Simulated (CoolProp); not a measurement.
Properties of R22 at several states.

The numbers come from the reference Helmholtz-energy equation of state, Kamei 1995 in CoolProp.

```json
[
 {"T (K)": "404.9", "p (kPa)": "7040", "phase": "supercritical", "density (kg/m³)": "345.0", "Joule-Thomson coefficient (K/MPa)": "8.955", "expansivity (1/kK)": "17.83", "viscosity (µPa s)": "25.3", "fugacity coefficient": "0.6665"},
 {"T (K)": "449.5", "p (kPa)": "84.8", "phase": "gas", "density (kg/m³)": "1.968", "Joule-Thomson coefficient (K/MPa)": "6.782", "expansivity (1/kK)": "2.249", "viscosity (µPa s)": "20.5", "fugacity coefficient": "0.9971"},
 {"T (K)": "274.6", "p (kPa)": "1510", "phase": "liquid", "density (kg/m³)": "1281", "Joule-Thomson coefficient (K/MPa)": "-0.1777", "expansivity (1/kK)": "2.675", "viscosity (µPa s)": "171", "fugacity coefficient": "0.3207"},
 {"T (K)": "401.2", "p (kPa)": "38.6", "phase": "gas", "density (kg/m³)": "1.003", "Joule-Thomson coefficient (K/MPa)": "9.159", "expansivity (1/kK)": "2.510", "viscosity (µPa s)": "18.5", "fugacity coefficient": "0.9980"}
]
```

Viscosity comes from a separate model (Bell 2016), an estimate that may be off by 10 % or more.
